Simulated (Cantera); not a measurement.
What does this Cantera script print?

```python
import numpy as np
import cantera as ct

gas_names = """
    H HO2 H2 H2O H2O2 O OH O2 O3 Ti TiO TiO2
""".split()
cond_names = """
    H2O(s) H2O(L) Ti(a) Ti(b) Ti(L) TiO(a) TiO(b) TiO(L) TiO2(ru) TiO2(L) Ti2O3(a) Ti2O3(b) Ti2O3(L)
    Ti3O5(a) Ti3O5(b) Ti3O5(L) Ti4O7(s) Ti4O7(L)
""".split()


# ... load() reads the species with a 1 bar reference pressure and builds the phases ...
atoms = {
    'TiO2': {'Ti': 1, 'O': 2},
    'H2': {'H': 2},
    'H2O': {'H': 2, 'O': 1},
}
top_T = {}  # K; cautious upper limits of use, not melting points


# ... equilibrate(T, P, feed) seeds the gas with the atoms and calls Mixture.equilibrate('TP', solver="vcs", rtol=1e-11, max_steps=5000) ...
results = []
feed = {'TiO2': 1, 'H2': 310, 'H2O': 3.8}  # mol
T = 2075  # K
for P in [10, 52, 270, 1400, 7200, 37000, 190000, 1000000]:
    mix = equilibrate(T, P, feed)
    results.append((T, P, feed, dict(zip(mix.species_names, mix.species_moles))))
    x = sorted(zip(gas.X, gas.species_names), reverse=True)
    print(f"T = {T:g} K  P = {P:g} Pa  gas = {mix.phase_moles(0):.4g} mol")
    print("   x: " + "  ".join(f"{s} {v:.3e}" for v, s in x if v > 1e-06))
    print("   condensed (mol): " + ("  ".join(f"{mix.phase(i).name} {mix.phase_moles(i):.4g}"
          for i in range(1, mix.n_phases) if mix.phase_moles(i) > 1e-12) or "none"))
```

Result:

```
T = 2075 K  P = 10 Pa  gas = 356.1 mol
   x: H2 7.538e-01  H 2.313e-01  H2O 1.165e-02  TiO 1.473e-03  TiO2 1.332e-03  OH 4.080e-04  O 8.978e-05  Ti 2.910e-06
   condensed (mol): none
T = 2075 K  P = 52 Pa  gas = 332.4 mol
   x: H2 8.768e-01  H 1.094e-01  H2O 1.249e-02  TiO 6.319e-04  TiO2 5.265e-04  OH 1.778e-04  O 1.591e-05  Ti 1.355e-06
   condensed (mol): Ti3O5(L) 0.2048
T = 2075 K  P = 270 Pa  gas = 321.9 mol
   x: H2 9.373e-01  H 4.963e-02  H2O 1.281e-02  TiO 1.251e-04  TiO2 1.000e-04  OH 7.742e-05  O 2.940e-06
   condensed (mol): Ti3O5(L) 0.3092
T = 2075 K  P = 1400 Pa  gas = 317.3 mol
   x: H2 9.648e-01  H 2.211e-02  H2O 1.300e-02  OH 3.401e-05  TiO 2.436e-05  TiO2 1.920e-05
   condensed (mol): Ti3O5(L) 0.3287
T = 2075 K  P = 7200 Pa  gas = 315.4 mol
   x: H2 9.771e-01  H2O 1.309e-02  H 9.812e-03  OH 1.501e-05  TiO 4.753e-06  TiO2 3.726e-06
   condensed (mol): Ti3O5(L) 0.3324
T = 2075 K  P = 37000 Pa  gas = 314.5 mol
   x: H2 9.825e-01  H2O 1.314e-02  H 4.341e-03  OH 6.624e-06
   condensed (mol): Ti3O5(L) 0.3332
T = 2075 K  P = 190000 Pa  gas = 314.1 mol
   x: H2 9.849e-01  H2O 1.316e-02  H 1.918e-03  OH 2.924e-06
   condensed (mol): Ti3O5(L) 0.3333
T = 2075 K  P = 1e+06 Pa  gas = 313.9 mol
   x: H2 9.860e-01  H2O 1.317e-02  H 8.364e-04  OH 1.275e-06
   condensed (mol): Ti3O5(L) 0.3333
```

These are equilibrium values from Cantera (NASA tables, ideal gas, pure condensed phases), not measurements of a reactor.
